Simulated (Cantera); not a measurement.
What does this Cantera script print?

```python
import numpy as np
import cantera as ct

gas_names = """
    CL CL2 H HCL H2 Si SiCL SiCL2 SiCL3 SiCL4 SiH SiHCL3 SiH2 SiH2CL2 SiH3 SiH3CL SiH4 Si2 Si3
""".split()
cond_names = """
    Si(cr) Si(L)
""".split()


# ... load() reads the species with a 1 bar reference pressure and builds the phases ...
atoms = {
    'SiCl4': {'Si': 1, 'CL': 4},
    'H2': {'H': 2},
}
top_T = {}  # K; cautious upper limits of use, not melting points


# ... equilibrate(T, P, feed) seeds the gas with the atoms and calls Mixture.equilibrate('TP', solver="vcs", rtol=1e-11, max_steps=5000) ...
results = []
feed = {'SiCl4': 1, 'H2': 5.4}  # mol
T = 1173  # K
P = 35000  # Pa
mix = equilibrate(T, P, feed)
results.append((T, P, feed, dict(zip(mix.species_names, mix.species_moles))))
x = sorted(zip(gas.X, gas.species_names), reverse=True)
print(f"T = {T:g} K  P = {P:g} Pa  gas = {mix.phase_moles(0):.4g} mol")
print("   x: " + "  ".join(f"{s} {v:.3e}" for v, s in x if v > 1e-06))
print("   condensed (mol): " + ("  ".join(f"{mix.phase(i).name} {mix.phase_moles(i):.4g}"
      for i in range(1, mix.n_phases) if mix.phase_moles(i) > 1e-12) or "none"))
```

Output:

```
T = 1173 K  P = 35000 Pa  gas = 6.459 mol
   x: H2 7.891e-01  SiCL4 1.057e-01  HCL 5.604e-02  SiHCL3 3.467e-02  SiCL3 7.606e-03  SiCL2 5.399e-03  SiH2CL2 1.457e-03  SiH3CL 1.661e-05
   condensed (mol): none
```

Equilibrium computed with Cantera from the NASA thermochemical tables; the gas is ideal and each condensed phase is pure. The tables' values for SiCl3 are old estimates; treat these amounts as uncertain.
